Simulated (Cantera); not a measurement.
Cantera run, input and output.

```python
import numpy as np
import cantera as ct

gas = ct.Solution("gri30.yaml", transport_model="mixture-averaged")
show = ['CH4', 'NH3', 'H2']

rows = []
print(f"{'T/K':>7s}{'rho':>11s}{'cp':>10s}{'mu':>11s}{'lambda':>11s}{'Pr':>7s}" + "".join(f"{'D_' + s:>11s}" for s in show))
for T in [400, 600, 800, 1000, 1200, 1400, 1600]:
    gas.TPX = T, 14, {'O2': 0.98}
    Pr = gas.cp_mass * gas.viscosity / gas.thermal_conductivity
    D = [gas.mix_diff_coeffs_mole[gas.species_index(s)] for s in show]
    rows.append([gas.density, gas.cp_mass, gas.viscosity, gas.thermal_conductivity, Pr, *D])
    print(f"{T:7g}{gas.density:11.4e}{gas.cp_mass:10.1f}{gas.viscosity:11.4e}"
          f"{gas.thermal_conductivity:11.4e}{Pr:7.3f}" + "".join(f"{d:11.4e}" for d in D))
print("SI units: kg/m3, J/kg/K, Pa s, W/m/K, m2/s")
```

Result:

```
    T/K        rho        cp         mu     lambda     Pr      D_CH4      D_NH3       D_H2
    400 1.3470e-04     941.4 2.5629e-05 3.3852e-02  0.713 2.7271e-01 2.7890e-01 9.5308e-01
    600 8.9798e-05    1002.6 3.4077e-05 4.8204e-02  0.709 5.5006e-01 5.8800e-01 1.8821e+00
    800 6.7348e-05    1054.7 4.1353e-05 6.1440e-02  0.710 8.9622e-01 9.8007e-01 3.0388e+00
   1000 5.3879e-05    1090.2 4.7912e-05 7.3608e-02  0.710 1.3040e+00 1.4448e+00 4.4013e+00
   1200 4.4899e-05    1114.2 5.3973e-05 8.4942e-02  0.708 1.7687e+00 1.9754e+00 5.9543e+00
   1400 3.8485e-05    1134.2 5.9661e-05 9.5657e-02  0.707 2.2865e+00 2.5671e+00 7.6863e+00
   1600 3.3674e-05    1151.4 6.5055e-05 1.0592e-01  0.707 2.8549e+00 3.2163e+00 9.5879e+00
SI units: kg/m3, J/kg/K, Pa s, W/m/K, m2/s
```

Detailed kinetics in Cantera: GRI-Mech 3.0 (53 species, 325 reactions).
